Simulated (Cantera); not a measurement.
Feed: 1 mol CH₂F₂, 0.019 mol CH₄, at 6.00 Pa.

Equilibrium computed with Cantera from the NASA thermochemical tables; the gas is ideal and each condensed phase is pure. Candidate condensed phases: C, C₆H₆, C₇H₈, C₈H₁₈; 110 gas species. Ions and electrons are included (thermal ionisation). Kinetics and transport are ignored.

log p: log10 of the partial pressure in bar; n: condensed amount in mol.

```
T (K)  log p HF  log p H  log p F  log p C  log p C₃  log p C₂  log p CF  n C(graphite)
-----  --------  -------  -------  -------  --------  --------  --------  -------------
2000      -4.23    -5.92    -7.27   -10.52    -10.56    -11.63     -9.61           1.02
2250      -4.25    -5.53    -5.97    -8.44     -8.19     -9.24     -7.83           1.02
2500      -4.36    -5.07    -5.17    -6.78     -6.30     -7.34     -6.66          0.940
2750      -4.77    -4.74    -4.78    -5.62     -5.37     -6.18     -6.17              0
3000        ___    -4.62    -4.65      ___       ___       ___       ___              0
3250        ___    -4.61    -4.63    -4.94       ___       ___       ___              0
3500      -6.91    -4.61    -4.63    -4.92     -8.73     -7.28     -7.58              0
3750      -7.51    -4.61    -4.63    -4.92    -10.05     -7.88     -8.14              0
4000      -8.03    -4.61    -4.63    -4.92    -11.22     -8.42     -8.62              0
4250      -8.49    -4.61    -4.63    -4.92    -12.25     -8.89     -9.05              0
4500      -8.90    -4.61    -4.63    -4.92    -13.17     -9.31     -9.44              0
4750      -9.27    -4.61    -4.63    -4.92    -14.00     -9.69     -9.79              0
5000      -9.60    -4.61    -4.63    -4.93    -14.75    -10.04    -10.10              0
```

Q: Fill in the missing entries.

A: 
- 3250, log p HF: -6.23
- 3250, log p C₃: -7.24
- 3250, log p C₂: -6.61
- 3250, log p CF: -6.96
- 3000, log p HF: -5.46
- 3000, log p C: -5.10
- 3000, log p C₃: -5.93
- 3000, log p C₂: -6.11
- 3000, log p CF: -6.39
